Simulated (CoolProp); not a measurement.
The numbers come from the reference Helmholtz-energy equation of state, Lemmon 2006 in CoolProp. It is a short technical equation, of lower accuracy than the large ones.

### Question
Give the vapour pressure (kPa), liquid density (kg/m³), vapour density (kg/m³), enthalpy of vaporisation (kJ/kg) of saturated isohexane at 127.05, 151.95, 159.05 °C.

### Answer
```
T (°C)  p (kPa)  liquid density (kg/m³)  vapour density (kg/m³)  enthalpy of vaporisation (kJ/kg)
------  -------  ----------------------  ----------------------  --------------------------------
127.05      572                     541                    17.6                               265
151.95      937                     507                    29.6                               236
159.05     1070                     496                    34.2                               226
```
